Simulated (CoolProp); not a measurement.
A closed Brayton cycle with nitrogen: compressor inlet 305.15 K and 5.2 MPa, high pressure 13.2 MPa, turbine inlet 685 K, compressor efficiency 0.8, turbine efficiency 0.85, recuperator effectiveness 0.9 (on enthalpy, no pinch check). Each further row changes one setting.

Computed with CoolProp (reference Helmholtz-energy equation of state, Span 2000).

```csv
case,thermal efficiency (%),net work (kJ/kg),compressor to turbine work,compressor exit (K),turbine exit (K)
as stated,14.1,23.3,0.84,422.6,552.7
turbine inlet 635 K,8.3,12.4,0.91,422.6,511.1
compressor inlet 315.15 K,11.6,19.0,0.87,436.4,552.7
high pressure 11.2 MPa,16.7,24.6,0.80,399.5,573.9
recuperator effectiveness 0.5,10.5,23.3,0.84,422.6,552.7
```
